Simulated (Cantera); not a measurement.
A perfectly stirred reactor is fed with CO : H2 : O2 : N2 = 1 : 0.15 : 0.701 : 7.01 (molar parts), equivalence ratio 0.82, at 101000 Pa; it is adiabatic with a 650 K inlet, and is followed from long to short residence time, starting on the burning branch (τ in s: 0.19, 0.075, 0.03, 0.012, 0.0049, 0.002, 0.00079, 0.00032, 0.00013, 5.2e-05).

Detailed kinetics in Cantera: GRI-Mech 3.0 (53 species, 325 reactions).

What does this change do: 0.11 parts H2O added?


```
quantity                                                                        before                                 after
------------------------------------------------  ------------------------------------  ------------------------------------
blow-out, bracketed by the residence times tried  burning at 0.790 ms, out at 0.320 ms  burning at 0.790 ms, out at 0.320 ms
x(CO) at τ = 0.190 s                                                           0.00351                               0.00272
x(H2) at τ = 0.190 s                                                          0.000145                              0.000192
x(O2) at τ = 0.190 s                                                            0.0167                                0.0162
x(OH) at τ = 0.190 s                                                          0.000554                              0.000618
x(H2O) at τ = 0.190 s                                                           0.0176                                0.0304
x(CO) at τ = 2.00 ms                                                            0.0263                                0.0227
x(H2) at τ = 2.00 ms                                                          0.001000                               0.00144
x(O2) at τ = 2.00 ms                                                            0.0274                                0.0259
x(OH) at τ = 2.00 ms                                                           0.00112                               0.00137
x(H2O) at τ = 2.00 ms                                                           0.0149                                0.0271
```
